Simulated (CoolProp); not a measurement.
Sulfur dioxide along the isotherm 376.7 K: fugacity coefficient from the reference equation and from simpler models built on Tc = 430.6 K, pc = 7.887 MPa, ω = 0.256; each cubic takes its own stable root.

Computed with CoolProp (reference Helmholtz-energy equation of state, Gao 2016).

```tsv
p (MPa)	phase	reference
3.89	liquid	0.6180
7.78	liquid	0.3318
11.7	liquid	0.2367
15.6	liquid	0.1901
19.4	liquid	0.1633
23.3	liquid	0.1453
27.2	liquid	0.1330
31.1	liquid	0.1241
35	liquid	0.1177
```

Problem. How far does each simpler model (van der Waals, Soave-Redlich-Kwong) lie from the reference over these 9 states: mean and median of the absolute difference, and the worst?

Solution. 
- van der Waals: mean 64.3 %, median 65.6 %, worst +90.0 % at 376.7 K and 35 MPa
- Soave-Redlich-Kwong: mean 6.7 %, median 6.8 %, worst +10.0 % at 376.7 K and 35 MPa

At some of these states van der Waals gives the other phase, because its saturation line lies elsewhere.
